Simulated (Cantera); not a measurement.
Feed: 1 mol CH₄, 3.8 mol CO₂, 29 mol H₂, equilibrated at 1125 K and 0.0133 bar.

Method: chemical equilibrium by Gibbs-energy minimisation in Cantera with the NASA 1993 tables (ideal gas, pure condensed phases). Candidate condensed phases: C, C₆H₆, C₇H₈, C₈H₁₈, H₂O; 110 gas species. Kinetics and transport are ignored.

Base state: H₂ 0.797, CO 0.124, H₂O 0.0685, CO₂ 0.00971 (mole fractions); condensed: gas only.

**Question.** What changes in the equilibrium state with this change: temperature from 1125 K to 2300 K?

**Answer.** 
| species | before | after |
|---|---|---|
| H₂ | 0.797 | 0.726 |
| CO | 0.124 | 0.127 |
| H₂O | 0.0685 | 0.0719 |
| H | 3.44e-7 | 0.0714 |
| CO₂ | 0.00971 | 0.00224 |
| OH | <1e-9 | 0.00114 |
| O | <1e-9 | 7.65e-5 |

**Question.** What changes in the equilibrium state with this change: temperature from 1125 K to 2175 K?

**Answer.** 
| species | before | after |
|---|---|---|
| H₂ | 0.797 | 0.757 |
| CO | 0.124 | 0.129 |
| H₂O | 0.0685 | 0.0738 |
| H | 3.44e-7 | 0.0368 |
| CO₂ | 0.00971 | 0.00242 |
| OH | <1e-9 | 0.000482 |
| O | <1e-9 | 1.64e-5 |
